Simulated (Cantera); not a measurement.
# Carbothermic reduction: MgO + C + H2

Charge: 1 mol MgO, 0.53 mol C, 0.15 mol H2, at 0.675 Torr.

Cantera equilibrium calculation (NASA polynomials, part measured and part estimated; ideal gas, pure solids and liquids). Candidate condensed phases: C, C6H6, C7H8, C8H18, H2O, Mg, MgCO3, MgO, Mg(OH)2; 116 gas species. The tables' values for MgH are old estimates; treat these amounts as uncertain. Kinetics and transport are ignored.

From 1525 °C to 1975 °C the condensed part is MgO(s). The main Mg-bearing gas is Mg throughout. The share of Mg in condensed phases is highest at 1525 °C (47.0 %) and lowest at 1975 °C (32.7 %).

```tsv
T (°C)	log p Mg	log p CO	log p H2	log p H	log p CO2	log p H2O	n MgO(s)
1525	-3.41	-3.41	-3.96	-5.43	-6.80	-6.77	0.470
1575	-3.41	-3.41	-3.97	-5.26	-6.45	-6.40	0.469
1625	-3.41	-3.41	-3.98	-5.09	-6.11	-6.06	0.468
1675	-3.40	-3.41	-3.99	-4.94	-5.80	-5.73	0.465
1725	-3.40	-3.42	-4.01	-4.80	-5.50	-5.44	0.460
1775	-3.40	-3.42	-4.04	-4.67	-5.23	-5.17	0.452
1825	-3.40	-3.44	-4.09	-4.56	-4.97	-4.93	0.437
1875	-3.39	-3.45	-4.17	-4.46	-4.74	-4.74	0.414
1925	-3.38	-3.48	-4.27	-4.39	-4.53	-4.59	0.379
1975	-3.37	-3.53	-4.41	-4.34	-4.35	-4.50	0.327
```
log p: log10 of the partial pressure in bar; n: condensed amount in mol.
